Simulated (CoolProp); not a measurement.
Vapour-liquid equilibrium of ethanol (1) + n-decane (2) at 427.5 K; x and y are mole fractions of (1).

Model: multi-fluid Helmholtz-energy mixture model, Schroeder 2014 and Lemmon 2006; pair parameters Bell 2016, in CoolProp.

Question: Give the bubble pressure and the first vapour's composition at x = 0.05, 0.2, 0.5. Is there an azeotrope?

Answer: x = 0.05: 241.7 kPa, y = 0.746; x = 0.2: 563.6 kPa, y = 0.888; x = 0.5: 778.5 kPa, y = 0.924. No azeotrope shows between x = 0.05 and 0.95.

Pair parameters are fitted to limited data, so mixtures are less certain than the pure fluids. With so large a gap from Raoult's law the liquid may split in two, which this calculation doesn't test in full.
